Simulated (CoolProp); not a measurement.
Vapour-liquid equilibrium of benzene (1) + n-heptane (2) at 390.7 K; x and y are mole fractions of (1).

Computed with CoolProp (multi-fluid Helmholtz-energy mixture model, Thol 2012 and Span 2003; pair parameters Bell 2016).

### Question
Give the bubble pressure and the first vapour's composition at x = 0.05, 0.65, 0.95. Is there an azeotrope?

### Answer
x = 0.05: 0.1810 MPa, y = 0.092; x = 0.65: 0.2625 MPa, y = 0.733; x = 0.95: 0.2813 MPa, y = 0.956. No azeotrope shows between x = 0.05 and 0.95.

The pair parameters rest on a limited set of measurements; away from them the model extrapolates.
